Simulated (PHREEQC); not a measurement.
## Buffer: speciation

A solution holds 0.035 mol/kgw NH4Cl, 0.0043 mol/kgw NaOH and 0.00025 mol/kgw NaCl, at 26 °C. Closed to the air; pH follows from the charge balance.

Equilibrium calculation in PHREEQC: ion-association model, phreeqc.dat.

Each row changes one thing in this solution. Precipitation was switched off in this run.

| case | pH | ionic strength (mol/kgw) | NH4+ (mol/kgw) | NH3 (mol/kgw) | SI of Halite (NaCl) |
|---|---|---|---|---|---|
| as made | 8.45 | 0.0352 | 0.0307 | 0.00430 | -5.52 |
| 0.015 mol/kgw CO2 added | 5.87 | 0.0395 | 0.0350 | 1.29e-5 | -5.52 |
| NaCl from 0.00025 to 0.000125 mol/kgw | 8.45 | 0.0351 | 0.0307 | 0.00430 | -5.53 |
| temperature from 26 to 90 °C | 6.87 | 0.0352 | 0.0307 | 0.00430 | -5.58 |
| 0.0077 mol/kgw NaH2PO4 added | 7.01 | 0.0511 | 0.0348 | 0.000171 | -5.11 |
| NaOH from 0.0043 to 0.00645 mol/kgw | 8.65 | 0.0353 | 0.0286 | 0.00644 | -5.35 |
| diluted 10-fold with water | 8.39 | 0.00353 | 0.00307 | 0.000427 | -7.42 |
| temperature from 26 to 10 °C | 8.96 | 0.0352 | 0.0307 | 0.00430 | -5.50 |

Carbamate, which ammonia and carbonate form, is missing from the database. Away from 25 °C the constants follow the database's enthalpies or fits; those with neither stay at their 25 °C values.
